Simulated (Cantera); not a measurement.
Feed: 1 mol H2O, 0.85 mol H2, equilibrated at 2325 K and 0.950 bar.

These are equilibrium values from Cantera (NASA tables, ideal gas, pure condensed phases), not measurements of a reactor. Candidate condensed phases: H2O; 9 gas species. Rates play no part.

Base state: H2O 0.537, H2 0.454, H 0.00761, OH 0.00150, O 1.70e-5 (mole fractions); condensed: gas only.

Problem. What changes in the equilibrium state with this change: temperature from 2325 K to 2425 K?

Solution. 
| species | before | after |
|---|---|---|
| H2O | 0.537 | 0.534 |
| H2 | 0.454 | 0.451 |
| H | 0.00761 | 0.0123 |
| O | 1.70e-5 | 5.04e-5 |
| O2 | 8.39e-6 | 2.46e-5 |
| OH | 0.00150 | 0.00277 |
